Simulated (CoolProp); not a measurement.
Vapour-liquid equilibrium of carbon dioxide (1) + R125 (2) at -26.25 °C; x and y are mole fractions of (1).

Values from CoolProp's multi-fluid Helmholtz-energy mixture model, Span 1996 and Lemmon 2005; pair parameters Bell 2016.

```
x      bubble pressure, mixture model (MPa)  bubble pressure, Raoult's law (MPa)  y, mixture model  y, Raoult's law
-----  ------------------------------------  -----------------------------------  ----------------  ---------------
0.05                                 0.3482                               0.3328        (withheld)            0.243
0.125                                0.4716                               0.4341             0.477            0.465
0.2                                  0.5909                               0.5354             0.604            0.604
0.275                                0.7043                               0.6367             0.688            0.698
0.35                                 0.8114                               0.7380             0.747            0.766
0.425                            (withheld)                               0.8394        (withheld)            0.818
0.5                                   1.008                               0.9407        (withheld)            0.859
0.575                            (withheld)                                1.042             0.857            0.892
0.65                                  1.188                                1.143        (withheld)            0.919
0.725                                 1.276                                1.245             0.909            0.941
0.8                                   1.365                                1.346             0.934            0.961
0.875                            (withheld)                                1.447             0.958            0.977
0.95                                  1.551                                1.549             0.983            0.991
```

**Question.** Fill in the missing entries.

**Answer.** 
- 0.05, y, mixture model: 0.257
- 0.425, bubble pressure, mixture model (MPa): 0.9122
- 0.425, y, mixture model: 0.791
- 0.5, y, mixture model: 0.827
- 0.575, bubble pressure, mixture model (MPa): 1.099
- 0.65, y, mixture model: 0.884
- 0.875, bubble pressure, mixture model (MPa): 1.456

The largest gap from Raoult's law is +10.6 % in bubble pressure, at x = 0.275. No azeotrope shows between x = 0.05 and 0.95.

Pair parameters are fitted to limited data, so mixtures are less certain than the pure fluids.
